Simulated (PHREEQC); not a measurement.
Model water analysis in mmol/kgw, 20 °C, pH 4.1, pe 8.5: Na 1.88; K 0.554; Ca 0.0638; Mg 1.57; Cl 1.48; S(6) 2.26; P 0.019.

Valence states are taken as typed.

Equilibrium calculation in PHREEQC: ion-association model, wateq4f.dat.

```tsv
quantity	before	after
ionic strength (mol/kgw)	0.00870	0.00837
SO4-2 (mol/kgw)	0.00197	0.00189
Mg+2 (mol/kgw)	0.00132	0.00124
MgSO4 (mol/kgw)	0.000253	0.000331
Ca+2 (mol/kgw)	5.42e-5	5.35e-5
H2PO4- (mol/kgw)	1.83e-5	1.81e-5
SI of Gypsum (CaSO4:2H2O)	-2.72	-2.74
SI of Halite (NaCl)	-7.21	-7.25
```

### Question
Which change was made?
A) K from 0.554 to 1.11 mmol/kgw
B) temperature from 20 to 35 °C at the same typed pH
C) all concentrations times 3 at the same typed pH

### Answer
B, temperature from 20 to 35 °C at the same typed pH

This is a speciation only: nothing precipitates in the calculation. H3PO4, which wateq4f.dat lacks, is added to it with the constant of phreeqc.dat.
